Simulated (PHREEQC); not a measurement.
PHREEQC input (ion-association model, wateq4f.dat):

```
SOLUTION_MASTER_SPECIES
  An  An-  0  An  62.0  # stands for a non-complexing anion
SOLUTION_SPECIES
  An- = An-
    -log_k 0
    -gamma 3.0 0
PHASES
  Fix_H+
    H+ = H+
    -log_k 0
SOLUTION 1
  temp 25
  units mmol/kgw
  pH 7 charge
  As(5) 0.002
  Na 1.004
  An 1
END
SELECTED_OUTPUT 1
  -reset false
  -pH true
  -pe true
  -ionic_strength true
  -water true
  -totals As Na As(3) As(5)
  -molalities Hfo_wOH Hfo_wOH2+ Hfo_wO- Hfo_sOH Hfo_sOH2+ Hfo_sO- Hfo_wH2AsO4 Hfo_wHAsO4- Hfo_wOHAsO4-3
USER_PUNCH 1
  -headings sigma psi
  10 PUNCH EDL("sigma", "Hfo"), EDL("psi", "Hfo")
PRINT
  -reset false
USE solution 1
SURFACE 1
  Hfo_wOH 0.000148315 600 0.066
  Hfo_sOH 3.70787e-06
EQUILIBRIUM_PHASES 1
  Fix_H+ -3 HAn 10
    -force_equality true
  O2(g) -0.68 10
END
# ... the last block is repeated for the other 12 points of pH, with NaOH or the acid as the point needs
```

Selected output (columns that matter, 12 of 13 rows; pH added in front):

```
pH	mu	As	Na	m_Hfo_wOH	m_Hfo_wOH2+	m_Hfo_wO-	m_Hfo_sOH	m_Hfo_sOH2+	m_Hfo_sO-	m_Hfo_wH2AsO4	m_Hfo_wHAsO4-	m_Hfo_wOHAsO4-3	sigma	psi
3	0.0021034	1.4598e-12	0.001004	4.4182e-05	0.00010169	4.3974e-07	1.1196e-06	2.5771e-06	1.1144e-08	1.5564e-07	1.6599e-06	1.8448e-07	0.24758	0.23236
3.5	0.0013676	8.1903e-13	0.001004	7.1957e-05	7.2728e-05	1.631e-06	1.8235e-06	1.843e-06	4.1331e-08	5.0909e-08	1.2364e-06	7.1267e-07	0.16941	0.22393
4	0.0011309	6.9753e-13	0.001004	8.9721e-05	5.3123e-05	3.4714e-06	2.2737e-06	1.3462e-06	8.7971e-08	1.7843e-08	7.3973e-07	1.2424e-06	0.11317	0.20809
4.5	0.001052	7.7556e-13	0.001004	0.0001002	4.0428e-05	5.6891e-06	2.5392e-06	1.0245e-06	1.4417e-07	7.0949e-09	4.3165e-07	1.5613e-06	0.074328	0.18836
5	0.0010241	1.1e-12	0.001004	0.00010605	3.2281e-05	7.9818e-06	2.6876e-06	8.1805e-07	2.0227e-07	3.366e-09	2.7145e-07	1.7252e-06	0.047437	0.16603
5.5	0.0010133	1.9766e-12	0.001004	0.00010909	2.7201e-05	1.0023e-05	2.7645e-06	6.8933e-07	2.5399e-07	1.9384e-09	1.9083e-07	1.8072e-06	0.029244	0.14157
6.5	0.0010064	1.2652e-11	0.001004	0.00011129	2.2312e-05	1.2716e-05	2.8202e-06	5.6542e-07	3.2225e-07	1.0433e-09	1.2774e-07	1.8712e-06	0.0099843	0.088019
7	0.0010052	4.8734e-11	0.001004	0.00011164	2.1226e-05	1.3451e-05	2.8291e-06	5.379e-07	3.4087e-07	8.9562e-10	1.1563e-07	1.8834e-06	0.0053751	0.059804
7.5	0.0010045	2.7026e-10	0.001004	0.00011183	2.0541e-05	1.3947e-05	2.8339e-06	5.2055e-07	3.5343e-07	8.1067e-10	1.0833e-07	1.8906e-06	0.0023915	0.031112
8	0.001004	2.0042e-09	0.001004	0.00011195	2.0036e-05	1.433e-05	2.837e-06	5.0774e-07	3.6314e-07	7.5129e-10	1.0304e-07	1.8942e-06	0.00015931	0.0022013
8.5	0.0010038	1.6964e-08	0.0010041	0.00011207	1.9533e-05	1.473e-05	2.8397e-06	4.9493e-07	3.7325e-07	6.9051e-10	9.7251e-08	1.8851e-06	-0.0020192	-0.026696
9	0.0010118	1.3708e-07	0.0010126	0.00011229	1.8756e-05	1.5402e-05	2.8431e-06	4.7486e-07	3.8994e-07	5.7322e-10	8.4244e-08	1.7781e-06	-0.0048235	-0.05518
```

The oxide is taken as insoluble; below pH 4 it would dissolve.
